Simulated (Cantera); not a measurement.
Input: 1 mol SiO2, a varied amount of C, 1.2 mol H2, equilibrated at 2623 K and 200000 Pa.

These are equilibrium values from Cantera (NASA tables, ideal gas, pure condensed phases), not measurements of a reactor. Candidate condensed phases: C, C6H6, C7H8, C8H18, H2O, Si, SiC, SiO2; 123 gas species. Mutual solubility and eutectic melting of coexisting phases are not modelled. The tables hold silica as quartz up to 1696 K and as liquid above; real silica turns to tridymite and cristobalite and melts near 1996 K. Gases not in the tables: Si(OH)4, Si2H6 and higher silanes. Kinetics and transport are ignored.

Question: Which condensed phases are stable at each of these points (n(C) (mol)): 0.42, 0.64, 0.86, 1.1, 1.3, 1.5, 1.7, 2?

Answer: 
```
n(C) (mol)  condensed phases  Si condensed (%)
----------  ----------------  ----------------
0.42                 SiO2(l)              37.5
0.64                 SiO2(l)              16.8
0.86                gas only               0.0
1.1                    Si(l)               7.0
1.3                    Si(l)              26.8
1.5                    Si(l)              46.2
1.7           Si(l) + SiC(s)              53.1
2             Si(l) + SiC(s)              53.1
```

From 0.42 mol C to 0.64 mol C the condensed part is SiO2(l). At 0.86 mol C nothing is condensed. From 1.1 mol C to 1.5 mol C the condensed part is Si(l). From 1.7 mol C to 2 mol C the condensed part is Si(l) + SiC(s).
